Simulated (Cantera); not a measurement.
A Cantera script and what it prints.

```python
import numpy as np
import cantera as ct

gas_names = """
    C CH CH2 CH3 CH2OH CH3O CH4 CH3OH CO CO2 COOH C2 C2H CHCO,ketyl C2H2,acetylene C2H2,vinylidene
    CH2CO,ketene C2H3,vinyl CH3CO,acetyl C2H4 C2H4O,ethylen CH3CHO,ethanal CH3COOH (HCOOH)2 C2H5 C2H6
    CH3OCH3 C2H5OH C2O C3 C3H3,propargyl C3H4,allene C3H4,propyne C3H4,cyclo- C3H5,allyl C3H6,propylene
    C3H6,cyclo- C3H6O C3H7,n-propyl C3H7,i-propyl C3H8 C3H8O,1propanol C3H8O,2propanol C3O2 C4 C4H2
    C4H4,1,3-cyclo- C4H6,butadiene C4H6,2-butyne C4H6,cyclo- C4H8,1-butene C4H8,cis2-buten
    C4H8,tr2-butene C4H8,isobutene C4H8,cyclo- (CH3COOH)2 C4H9,n-butyl C4H9,i-butyl C4H9,s-butyl
    C4H9,t-butyl C4H10,isobutane C4H10,n-butane C5 C5H6,1,3cyclo- C5H8,cyclo- C5H10,1-pentene
    C5H10,cyclo- C5H11,pentyl C5H11,t-pentyl C5H12,n-pentane C5H12,i-pentane CH3C(CH3)2CH3 C6H2
    C6H5,phenyl C6H5O,phenoxy C6H6 C6H5OH,phenol C6H10,cyclo- C6H12,1-hexene C6H12,cyclo- C6H13,n-hexyl
    C7H7,benzyl C7H8 C7H8O,cresol C7H14,1-heptene C7H15,n-heptyl C7H16,n-heptane C8H8,styrene
    C8H10,ethylbenz C8H16,1-octene C8H17,n-octyl C8H18,isooctane C8H18,n-octane C9H19,n-nonyl
    C10H8,naphthale C10H21,n-decyl C12H9,o-bipheny C12H10,bipheny H HCO HO2 H2 HCHO,formaldehy HCOOH H2O
    H2O2 O OH O2 O3
""".split()
cond_names = """
    C(gr) C6H6(L) C7H8(L) C8H18(L),n-octa H2O(s) H2O(L)
""".split()


def load(file, names, dense=False):
    # The tables refer to 1 bar. Condensed volumes are neglected.
    table = {s.name: s for s in ct.Species.list_from_file(file)}
    out = []
    for n in names:
        d = dict(table[n].input_data)
        d["thermo"] = dict(d["thermo"], **{"reference-pressure": 1e5})
        if dense:
            d["equation-of-state"] = {"model": "constant-volume", "density": "1e6 g/cm^3"}
        out.append(ct.Species.from_dict(d))
    return out


gas = ct.Solution(thermo="ideal-gas", species=load("nasa_gas.yaml", gas_names))
cond = {s.name: ct.Solution(thermo="fixed-stoichiometry", species=[s], name=s.name)
        for s in load("nasa_condensed.yaml", cond_names, dense=True)}
atoms = {
    'C2H4': {'C': 2, 'H': 4},
    'CO2': {'C': 1, 'O': 2},
    'H2': {'H': 2},
}
top_T = {'C(gr)': 4500}  # K; cautious upper limits of use, not melting points


def equilibrate(T, P, feed):
    n = {}
    for name, mol in feed.items():
        for a, k in atoms[name].items():
            n[a] = n.get(a, 0.0) + k * mol
    gas.TPX = T, P, n
    mass = sum(n.values()) * gas.mean_molecular_weight
    gas.equilibrate("TP")
    valid = [c for c in cond.values() if c.min_temp <= T <= top_T.get(c.name, c.max_temp)]
    mix = ct.Mixture([(gas, mass / gas.mean_molecular_weight)] + [(c, 0.0) for c in valid])
    mix.T, mix.P = T, P
    mix.equilibrate("TP", solver="vcs", rtol=1e-11, max_steps=5000)
    return mix


results = []
feed = {'C2H4': 1, 'CO2': 0.21, 'H2': 2.8}  # mol
T = 823.15  # K
for P in [10, 160, 2500, 40000, 630000, 10000000]:
    mix = equilibrate(T, P, feed)
    results.append((T, P, feed, dict(zip(mix.species_names, mix.species_moles))))

top = {s: max(r[3][s] / sum(r[3][g] for g in gas_names) for r in results) for s in gas_names}
cols = sorted((s for s in top if top[s] > 1e-06), key=lambda s: -top[s])[:5]
seen = [c for c in cond_names if any(r[3].get(c, 0) > 1e-12 for r in results)]
print("log10 of partial pressures in bar; condensed amounts in mol")
print(f"{'P/Pa':>10s}" + "".join(f"{s[:9]:>10s}" for s in cols + seen))
for T, P, feed, n in results:
    ng = sum(n[g] for g in gas_names)
    print(f"{P:10.4g}" + "".join(f"{np.log10(max(n[s] / ng * P / 1e5, 1e-99)):10.3f}" for s in cols)
          + "".join(f"{n.get(c, 0):10.4g}" for c in seen))
```

Result:

```
log10 of partial pressures in bar; condensed amounts in mol
      P/Pa        H2       CH4       H2O        CO       CO2     C(gr)
        10    -4.036    -8.104    -8.011    -5.095    -8.512      1.79
       160    -2.833    -5.697    -5.615    -3.902    -6.126     1.794
      2500    -1.647    -3.325    -3.363    -2.837    -3.995     1.802
     4e+04    -0.544    -1.119    -1.552    -2.128    -2.579     1.323
   6.3e+05     0.290     0.549    -0.128    -1.538    -1.397    0.4381
     1e+07     0.957     1.882     1.144    -0.933    -0.187    0.1032
```

Method: chemical equilibrium by Gibbs-energy minimisation in Cantera with the NASA 1993 tables (ideal gas, pure condensed phases). The ideal-gas law is rough above about 30 bar.
